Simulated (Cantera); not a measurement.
A perfectly stirred reactor is fed with C2H6 : N2 = 1 : 4.3 (molar parts), at 0.987 atm; it is held at 1125 K, and followed from long to short residence time.

Model: GRI-Mech 3.0 (53 species, 325 reactions), integrated in Cantera. GRI-Mech 3.0 stops at C3 and has no aromatics, soot or wall deposition, so with more carbon than oxygen in the feed, carbon stays in small species such as C2H2 where larger ones or solid carbon would form.

Q: What does this change do: pressure from 0.987 atm to 0.00227 atm?

A: 
| quantity | before | after |
|---|---|---|
| x(C2H6) at τ = 16.0 s | 0.00697 | 0.0211 |
| x(C2H4) at τ = 16.0 s | 0.106 | 0.0894 |
| x(CH3) at τ = 16.0 s | 1.78e-6 | 6.43e-5 |
| x(HCN) at τ = 16.0 s | <1e-12 | 2.99e-11 |
| x(CH4) at τ = 16.0 s | 0.0591 | 0.0409 |
| x(C2H6) at τ = 0.280 s | 0.0453 | 0.173 |
| x(C2H4) at τ = 0.280 s | 0.108 | 0.0115 |
| x(CH3) at τ = 0.280 s | 2.20e-6 | 0.000133 |
| x(HCN) at τ = 0.280 s | <1e-12 | 9.80e-12 |
| x(CH4) at τ = 0.280 s | 0.0142 | 0.00211 |
Radical loss at walls, strong at low pressure, is not modelled.

Q: What does this change do: temperature 1125 to 1800 K?

A: 
| quantity | before | after |
|---|---|---|
| x(C2H6) at τ = 16.0 s | 0.00697 | 5.29e-7 |
| x(C2H4) at τ = 16.0 s | 0.106 | 0.000843 |
| x(CH3) at τ = 16.0 s | 1.78e-6 | 5.05e-5 |
| x(HCN) at τ = 16.0 s | <1e-12 | 9.80e-5 |
| x(CH4) at τ = 16.0 s | 0.0591 | 0.00358 |
| x(C2H6) at τ = 0.280 s | 0.0453 | 1.29e-5 |
| x(C2H4) at τ = 0.280 s | 0.108 | 0.000860 |
| x(CH3) at τ = 0.280 s | 2.20e-6 | 0.000212 |
| x(HCN) at τ = 0.280 s | <1e-12 | 6.78e-6 |
| x(CH4) at τ = 0.280 s | 0.0142 | 0.0134 |
